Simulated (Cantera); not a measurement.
A perfectly stirred reactor is fed with H2 : O2 : N2 = 1 : 0.562 : 2.25 (molar parts), at 0.790 atm; it is adiabatic with a 325 K inlet, and is followed from long to short residence time, starting on the burning branch (τ in s: 0.083, 0.04, 0.019, 0.0092, 0.0044, 0.0021, 0.001, 0.00049, 0.00024, 0.00011, 5.5e-05, 2.7e-05).

Cantera simulation using the H2/O2 subset of GRI-Mech 3.0, which has no nitrogen chemistry; the numbers are that mechanism's predictions, not measurements.

### Question
What does this change do: inlet temperature 325 to 400 K?

### Answer
```csv
quantity,before,after
"blow-out, bracketed by the residence times tried","burning at 27.0 µs, the shortest tried","burning at 27.0 µs, the shortest tried"
x(H2) at τ = 83.0 ms,0.00460,0.00558
x(O2) at τ = 83.0 ms,0.0191,0.0193
x(OH) at τ = 83.0 ms,0.00664,0.00767
x(H) at τ = 83.0 ms,0.000704,0.000929
x(HO2) at τ = 83.0 ms,1.98e-6,2.24e-6
x(H2) at τ = 1.00 ms,0.0218,0.0226
x(O2) at τ = 1.00 ms,0.0262,0.0263
x(OH) at τ = 1.00 ms,0.0129,0.0139
x(H) at τ = 1.00 ms,0.0108,0.0112
x(HO2) at τ = 1.00 ms,8.00e-6,7.39e-6
```

### Question
What does this change do: pressure from 0.790 atm to 9.87 atm?

### Answer
| quantity | before | after |
|---|---|---|
| blow-out, bracketed by the residence times tried | burning at 27.0 µs, the shortest tried | burning at 27.0 µs, the shortest tried |
| x(H2) at τ = 83.0 ms | 0.00460 | 0.00133 |
| x(O2) at τ = 83.0 ms | 0.0191 | 0.0184 |
| x(OH) at τ = 83.0 ms | 0.00664 | 0.00364 |
| x(H) at τ = 83.0 ms | 0.000704 | 0.000104 |
| x(HO2) at τ = 83.0 ms | 1.98e-6 | 3.83e-6 |
| x(H2) at τ = 1.00 ms | 0.0218 | 0.00289 |
| x(O2) at τ = 1.00 ms | 0.0262 | 0.0188 |
| x(OH) at τ = 1.00 ms | 0.0129 | 0.00469 |
| x(H) at τ = 1.00 ms | 0.0108 | 0.000289 |
| x(HO2) at τ = 1.00 ms | 8.00e-6 | 6.45e-6 |
The hydrogen kinetics of GRI-Mech 3.0 are dated; newer H2 mechanisms differ, most at raised pressure.
